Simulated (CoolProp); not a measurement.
Vapour-liquid equilibrium of ethanol (1) + n-nonane (2) at 0.13 MPa; x and y are mole fractions of (1).

The numbers come from the multi-fluid Helmholtz-energy mixture model, Schroeder 2014 and Lemmon 2006; pair parameters Bell 2016 in CoolProp.

| x | bubble temperature (K) | y at the bubble point | dew temperature at overall composition x (K) | liquid density (mol/L) |
|---|---|---|---|---|
| 0.05 | 396.0 | 0.652 | 431.5 | 5.111 |
| 0.15 | 371.0 | 0.859 | 427.0 | 5.684 |
| 0.25 | 363.6 | 0.898 | 422.2 | 6.212 |
| 0.35 | 361.1 | 0.910 | 416.9 | 6.792 |
| 0.45 | 360.4 | 0.914 | 411.0 | 7.469 |
| 0.55 | 360.3 | 0.915 | 404.2 | 8.287 |
| 0.65 | 360.2 | 0.916 | 396.2 | 9.300 |
| 0.75 | 359.8 | 0.920 | 386.2 | 10.58 |
| 0.85 | 359.2 | 0.933 | 372.5 | 12.25 |
| 0.95 | 358.4 | 0.967 | 358.7 | 14.46 |

No azeotrope shows between x = 0.05 and 0.95.

Pair parameters are fitted to limited data, so mixtures are less certain than the pure fluids. With so large a gap from Raoult's law the liquid may split in two, which this calculation doesn't test in full.
